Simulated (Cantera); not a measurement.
A closed system holds: 1 mol B2O3, 1.4 mol N2, at 13.3 mbar.

Cantera equilibrium calculation (NASA polynomials, part measured and part estimated; ideal gas, pure solids and liquids). Candidate condensed phases: B, BN, B2O3; 17 gas species. Rates play no part.

**Question.** Which condensed phases are stable at each of these points (T (K)): 1473, 1523, 1573, 1623, 1673, 1723, 1773, 1823, 1873, 1923, 1973, 2023, 2073?

**Answer.** 
```
T (K)  condensed phases  B condensed (%)
-----  ----------------  ---------------
1473            B2O3(l)             99.9
1523            B2O3(l)             99.6
1573            B2O3(l)             99.1
1623            B2O3(l)             97.7
1673            B2O3(l)             94.4
1723            B2O3(l)             87.2
1773            B2O3(l)             70.1
1823            B2O3(l)             23.5
1873           gas only              0.0
1923           gas only              0.0
1973           gas only              0.0
2023           gas only              0.0
2073           gas only              0.0
```

From 1473 K to 1823 K the condensed part is B2O3(l). From 1873 K to 2073 K nothing is condensed.
